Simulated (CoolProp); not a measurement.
Values from CoolProp's reference Helmholtz-energy equation of state, Outcalt 1996. It is a modified Benedict-Webb-Rubin equation, recast in Helmholtz form.

Q: For R152A, give the phase and the density (kg/m³), cv (kJ/(kg K)), Joule-Thomson coefficient (K/MPa), isothermal compressibility (1/MPa) at 32.55 °C and 6270 kPa; 32.55 °C and 7530 kPa; 32.55 °C and 11300 kPa.

A: 
- 32.55 °C and 6270 kPa: liquid; density 901, cv 1.15, Joule-Thomson coefficient -0.119, isothermal compressibility 0.00381
- 32.55 °C and 7530 kPa: liquid; density 905, cv 1.15, Joule-Thomson coefficient -0.134, isothermal compressibility 0.00363
- 32.55 °C and 11300 kPa: liquid; density 917, cv 1.15, Joule-Thomson coefficient -0.173, isothermal compressibility 0.00320
